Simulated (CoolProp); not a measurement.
The numbers come from the reference Helmholtz-energy equation of state, Thol 2017 in CoolProp.

### Question
Give the vapour pressure (MPa), vapour density (kg/m³), enthalpy of vaporisation (kJ/kg), surface tension (mN/m) of saturated decamethyltetrasiloxane (MD2M) at 409.8, 434.5, 451 K.

### Answer
```tsv
T (K)	p (MPa)	vapour density (kg/m³)	enthalpy of vaporisation (kJ/kg)	surface tension (mN/m)
409.8	0.0191	1.78	151	9.00
434.5	0.0419	3.74	142	7.39
451	0.0665	5.82	136	6.37
```

Surface tension comes from a separate correlation (Mulero 2014), older than this fluid's equation and unchecked against measurements.
